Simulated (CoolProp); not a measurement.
Vapour-liquid equilibrium of CH2F2 (R32) (1) + R123 (2) at 0.824 bar; x and y are mole fractions of (1).

Values from CoolProp's multi-fluid Helmholtz-energy mixture model, Tillner-Roth 1997 and Younglove 1994; pair parameters Bell 2016.

```tsv
x	bubble temperature, mixture model (°C)	bubble temperature, Raoult's law (°C)	y, mixture model	y, Raoult's law
0.05	-1.2	3.7	0.633	0.555
0.2	-31.6	-22.4	0.936	0.898
0.35	-42.0	-34.5	0.972	0.960
0.5	-47.0	-42.0	0.983	0.981
0.65	-49.9	-47.3	0.988	0.991
0.8	-52.3	-51.4	0.993	0.996
0.95	-54.7	-54.7	0.998	0.999
```

The largest gap from Raoult's law is -9.2 K in bubble temperature, at x = 0.2. No azeotrope shows between x = 0.05 and 0.95.

Pair parameters are fitted to limited data, so mixtures are less certain than the pure fluids.
